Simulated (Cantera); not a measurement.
## Roasting and sulfation: Fe2O3 + H2S + CO2 + N2

Input: 1 mol Fe2O3, 0.34 mol H2S, 0.13 mol CO2, 0.00094 mol N2, held at 0.940 bar.

Cantera equilibrium calculation (NASA polynomials, part measured and part estimated; ideal gas, pure solids and liquids). Candidate condensed phases: C, C6H6, C7H8, C8H18, Fe, Fe(CO)5, FeO, Fe(OH)2, Fe(OH)3, FeS, FeSO4, FeS2, Fe2O3, Fe2(SO4)3, Fe3O4, H2O, H2SO4, S; 154 gas species. Mutual solubility and eutectic melting of coexisting phases are not modelled. The tables' stoichiometric FeO is somewhat more stable than real wüstite, so its field is too wide. FeO, FeS: taken at fixed stoichiometry. Gases not in the tables: S3 to S7. Kinetics and transport are ignored.

```
T (K)  x H2O  x SO2  x CO2      x S2     x H2S     x H2      x CO  n FeS(s)  n Fe3O4(s)  n FeO(s)  n FeO(l)
-----  -----  -----  -----  --------  --------  -------  --------  --------  ----------  --------  --------
998    0.549  0.214  0.214   0.00716    0.0118  0.00104  0.000280     0.194       0.602         0         0
1073   0.547  0.212  0.214   0.00992    0.0124  0.00198  0.000715     0.191       0.603         0         0
1148   0.544  0.209  0.212    0.0132    0.0131  0.00349   0.00161     0.188       0.604         0         0
1223   0.540  0.207  0.210    0.0168    0.0136  0.00575   0.00327     0.184       0.605         0         0
1298   0.535  0.205  0.207    0.0209    0.0140  0.00892   0.00605     0.179       0.607         0         0
1373   0.528  0.202  0.202    0.0252    0.0144   0.0132    0.0103     0.174       0.609         0         0
1448   0.414  0.389  0.156    0.0151   0.00503  0.00896   0.00798         0      0.0581      1.83         0
1523   0.412  0.411  0.153   0.00304   0.00134  0.00771   0.00770         0     0.00798      1.98         0
1598   0.412  0.415  0.152   0.00107  0.000564  0.00765   0.00847         0           0      2.00         0
1673   0.411  0.415  0.150  0.000586  0.000335  0.00832    0.0101         0           0         0      2.00
1748   0.411  0.416  0.149  0.000277  0.000179  0.00856    0.0112         0           0         0      2.00
1823   0.411  0.416  0.148  0.000120   9.02e-5  0.00848    0.0120         0           0         0      2.00
```
x: gas mole fraction; n: condensed amount in mol.

From 998 K to 1373 K the condensed part is FeS(s) + Fe3O4(s). From 1448 K to 1523 K the condensed part is FeO(s) + Fe3O4(s). At 1598 K the condensed part is FeO(s). From 1673 K to 1823 K the condensed part is FeO(l).
